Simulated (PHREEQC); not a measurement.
# Leach liquor (model solution)

Make-up at 56 °C: 1.4 mmol/kgw H2SO4 and 22 mmol/kgw LiCl. Closed to the air; pH follows from the charge balance.

All values are PHREEQC results (ion-association model, phreeqc.dat), not measurements.

Precipitation was switched off in this run.

**Question.** What pH, specific conductance does the model give?

**Answer.** pH 2.66; specific conductance 5730 µS/cm.

**Question.** In which forms is S present?

**Answer.** SO4-2 75 %, HSO4- 21 %, LiSO4- 3.8 % of the S.

Species that the database lacks are ignored. At this temperature some constants are extrapolated from 25 °C, and those without enthalpy data are left unchanged.
